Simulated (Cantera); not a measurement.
An isothermal plug-flow reactor at 550 K and 1.30 bar (inlet), inlet velocity 0.28 m/s, active area per volume 950 1/m; feed 2.89 % H2, 9.43 % O2, 87.7 % N2, equivalence ratio 0.15.

Model: Deutschmann's 1995 Pt surface mechanism with GRI-Mech 3.0 gas chemistry, integrated in Cantera. Catalytic surfaces can have several steady states; this one follows from the mechanism file's or the stated starting coverage. Mass transfer to the wall is taken as infinitely fast.

x: gas mole fraction; θ: surface coverage.

```csv
z (m),x H2,x O2,x H2O,θ free Pt,θ O*,θ OH*
0.0001,?,0.0833,0.0244,0.0892,0.874,0.0365
0.00018,?,0.0824,0.0264,0.0531,0.917,0.0296
0.00033,?,0.0818,0.0277,0.0301,0.947,0.0229
0.00058,?,0.0815,0.0284,0.0174,0.965,0.0177
0.001,?,0.0813,0.0287,0.0102,0.976,0.0137
0.0018,?,0.0812,0.0290,0.00569,0.984,0.0103
0.0033,?,0.0812,0.0291,0.00312,0.989,0.00766
0.0058,?,0.0811,0.0292,0.00178,0.992,0.00581
0.01,?,0.0811,0.0292,0.00105,0.994,0.00446
```

### Question
What belongs in the gaps?

### Answer

- 0.0001, x H2: 0.00477
- 0.00018, x H2: 0.00281
- 0.00033, x H2: 0.00158
- 0.00058, x H2: 0.000913
- 0.001, x H2: 0.000533
- 0.0018, x H2: 0.000297
- 0.0033, x H2: 0.000162
- 0.0058, x H2: 9.19e-5
- 0.01, x H2: 5.30e-5
